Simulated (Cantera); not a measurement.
A Cantera script and what it prints.

```python
import numpy as np
import cantera as ct

gas_names = [...]  # 45 gases of nasa_gas.yaml made of Al, Cl, H, N, O
cond_names = """
    AL(cr) AL(L) ALCL3(s) ALCL3(L) ALN(s) AL2O3(a) AL2O3(L) H2O(s) H2O(L) NH4CL(a) NH4CL(b)
""".split()


# ... load() reads the species with a 1 bar reference pressure and builds the phases ...
atoms = {
    'AlCl3': {'AL': 1, 'CL': 3},
    'N2O': {'N': 2, 'O': 1},
    'H2': {'H': 2},
}
top_T = {'ALN(s)': 2750}  # K; cautious upper limits of use, not melting points


# ... equilibrate(T, P, feed) seeds the gas with the atoms and calls Mixture.equilibrate('TP', solver="vcs", rtol=1e-11, max_steps=5000) ...
results = []
feed = {'AlCl3': 1, 'N2O': 4.7, 'H2': 1.6}  # mol
T = 2198  # K
P = 13000  # Pa
mix = equilibrate(T, P, feed)
results.append((T, P, feed, dict(zip(mix.species_names, mix.species_moles))))
print(gas.report(threshold=1e-05))
for i in range(1, mix.n_phases):
    print(f"{mix.phase(i).name:16s} {mix.phase_moles(i):12.5e} mol")
```

Result:

```
       temperature   2198 K
          pressure   13000 Pa
           density   0.021616 kg/m^3
  mean mol. weight   30.387 kg/kmol
   phase of matter   gas

                          1 kg             1 kmol
                     ---------------   ---------------
          enthalpy        1.4169e+06        4.3054e+07  J
   internal energy        8.1546e+05        2.4779e+07  J
           entropy            9261.2        2.8142e+05  J/K
    Gibbs function       -1.8939e+07        -5.755e+08  J
 heat capacity c_p            1182.2             35924  J/K
 heat capacity c_v            908.61             27610  J/K

                      mass frac. Y      mole frac. X     chem. pot. / RT
                     ---------------   ---------------   ---------------
             ALCL3        9.6643e-05        2.2025e-05           -93.328
             ALOCL        0.00013022        5.0452e-05           -68.739
                CL           0.11988           0.10276           -20.593
               CLO         0.0002963          0.000175           -37.191
               CL2         0.0014805        0.00063452           -41.187
                 H        1.1621e-05        0.00035033           -14.699
               HCL           0.24878           0.20735           -35.292
              HOCL        2.2085e-05        1.2793e-05            -51.89
                H2        3.4134e-05         0.0005145           -29.398
               H2O          0.035014          0.059061           -45.995
                NO         0.0076173          0.007714           -31.612
                N2           0.44662           0.48445           -30.028
                 O         0.0013986         0.0026563           -16.598
                OH         0.0031314         0.0055949           -31.297
                O2           0.13547           0.12865           -33.195
     [  +30 minor]        2.0006e-05        1.0192e-05

AL(L)             0.00000e+00 mol
ALCL3(L)          0.00000e+00 mol
ALN(s)            0.00000e+00 mol
AL2O3(a)          4.99626e-01 mol
```

Method: chemical equilibrium by Gibbs-energy minimisation in Cantera with the NASA 1993 tables (ideal gas, pure condensed phases).
